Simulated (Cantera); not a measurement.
## Ammonia decomposition in nitride growth gas

An isothermal, constant-pressure homogeneous reactor starts with NH3 : H2 = 1 : 1.5 (molar parts), at 2100 K and 1.00 bar.

Model: the gas-phase N/H chemistry of the illustrative SiF4/NH3 mechanism in the Surface Chemkin manual (1991), integrated in Cantera. Walls and surfaces, which speed up NH3 decomposition in real reactors, are not modelled.

```csv
t (s),x NH3,x H2,x NH,x N,x NH2
2.00e-5,0.400,0.600,2.27e-6,4.38e-8,0.000316
9.15e-5,0.398,0.600,2.06e-5,1.19e-6,0.000965
0.000418,0.388,0.607,2.40e-5,1.51e-6,0.00103
0.00191,0.346,0.634,2.33e-5,1.53e-6,0.000953
0.00875,0.213,0.719,2.01e-5,1.59e-6,0.000687
0.0400,0.0366,0.832,1.06e-5,1.51e-6,0.000203
0.183,0.00108,0.854,1.05e-6,2.75e-7,1.09e-5
0.837,0.000151,0.854,1.50e-7,3.97e-8,1.54e-6
3.83,3.08e-5,0.854,3.06e-8,8.09e-9,3.14e-7
17.5,7.83e-6,0.854,7.80e-9,2.06e-9,7.99e-8
80.0,5.11e-6,0.854,5.09e-9,1.34e-9,5.22e-8
```
x: mole fraction; the columns are a selection and need not sum to one.

Equilibrium at this temperature and pressure: NH3 5.11e-6, H2 0.854, NH 5.08e-9, N 1.34e-9, NH2 5.21e-8 (gas phase only).
